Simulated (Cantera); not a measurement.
A perfectly stirred reactor is fed with 0.951 % H2, 99.0 % O2, at 2.78 Torr; it is held at 1275 K, and followed from long to short residence time.

Detailed kinetics in Cantera: GRI-Mech 3.0 (53 species, 325 reactions). Radical loss at walls, strong at low pressure, is not modelled.

One state of this run: x H2 = 0.00176; x O2 = 0.983; x O = 0.00609; x OH = 0.00170; x H = 0.000504. x: mole fraction; the columns are a selection and need not sum to one.

Q: Which value of τ (s) does it belong to?
A. 1.5
B. 0.47
C. 0.014
D. 0.044

A: C, 0.014
